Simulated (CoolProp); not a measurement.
Vapour-liquid equilibrium of ethanol (1) + acetone (2) at 24.6 bar; x and y are mole fractions of (1).

The numbers come from the multi-fluid Helmholtz-energy mixture model, Schroeder 2014 and Lemmon 2006; pair parameters Bell 2016 in CoolProp.

```
x     bubble temperature, mixture model (°C)  bubble temperature, Raoult's law (°C)  y, mixture model  y, Raoult's law
----  --------------------------------------  -------------------------------------  ----------------  ---------------
0.05                                   191.5                                  192.8             0.062            0.052
0.15                                   189.3                                  192.5             0.175            0.157
0.25                                   187.8                                  192.2             0.277            0.259
0.35                                   186.8                                  191.9             0.371            0.361
0.45                                   186.3                                  191.6             0.460            0.462
0.55                                   186.2                                  191.4             0.547            0.561
0.65                                   186.5                                  191.1             0.636            0.660
0.75                                   187.1                                  190.9             0.728            0.758
0.85                                   188.1                                  190.7             0.828            0.855
0.95                                   189.5                                  190.5             0.939            0.952
```

The largest gap from Raoult's law is -5.3 K in bubble temperature, at x = 0.45. y crosses x between x = 0.45 and 0.55: the model has an azeotrope there.

Pair parameters are fitted to limited data, so mixtures are less certain than the pure fluids.
